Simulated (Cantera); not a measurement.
## Silicon nitride deposition: SiH4 + NH3 + H2

A closed system holds: 1 mol SiH4, 1.2 mol NH3, 57 mol H2, at 0.490 bar.

Equilibrium computed with Cantera from the NASA thermochemical tables; the gas is ideal and each condensed phase is pure. Candidate condensed phases: Si, Si3N4; 18 gas species. Mutual solubility and eutectic melting of coexisting phases are not modelled. Gases not in the tables: Si2H6 and higher silanes. Rates play no part.

From 873 K to 1673 K the condensed part is Si(s) + Si3N4(s). From 1773 K to 1973 K the condensed part is Si(l). The main Si-bearing gas is SiH4 at 873 K and SiH2 at 1973 K.

```csv
T (K),x H2,x N2,x H,x SiH2,x Si,x SiH,x Si2N,x NH3,n Si(s),n Si3N4(s),n Si(l)
873,1.00,<1e-12,6.68e-11,1.37e-12,<1e-12,<1e-12,<1e-12,1.64e-10,0.1000,0.300,0
973,1.00,9.60e-12,1.54e-9,4.19e-11,<1e-12,<1e-12,<1e-12,1.06e-9,0.1000,0.300,0
1073,1.00,7.05e-10,2.00e-8,6.77e-10,<1e-12,<1e-12,<1e-12,4.82e-9,0.1000,0.300,0
1173,1.000,2.47e-8,1.68e-7,6.81e-9,1.01e-12,1.27e-11,<1e-12,1.67e-8,0.1000,0.300,0
1273,1.000,4.91e-7,1.02e-6,4.76e-8,3.68e-11,2.49e-10,<1e-12,4.75e-8,0.100,0.300,0
1373,1.000,6.27e-6,4.76e-6,2.51e-7,7.92e-10,3.15e-9,4.09e-12,1.15e-7,0.101,0.300,0
1473,1.000,5.63e-5,1.81e-5,1.05e-6,1.12e-8,2.81e-8,1.23e-10,2.47e-7,0.105,0.298,0
1573,1.000,0.000380,5.81e-5,3.67e-6,1.12e-7,1.89e-7,2.39e-9,4.79e-7,0.134,0.288,0
1673,0.998,0.00203,0.000163,1.10e-5,8.53e-7,1.01e-6,3.21e-8,8.54e-7,0.285,0.238,0
1773,0.990,0.00977,0.000404,2.44e-5,4.35e-6,3.74e-6,2.39e-7,1.47e-6,0,0,0.998
1873,0.989,0.00977,0.000917,4.85e-5,1.80e-5,1.17e-5,6.67e-7,1.20e-6,0,0,0.995
1973,0.988,0.00976,0.00192,8.98e-5,6.44e-5,3.24e-5,1.67e-6,1.00e-6,0,0,0.988
```
x: gas mole fraction; n: condensed amount in mol.
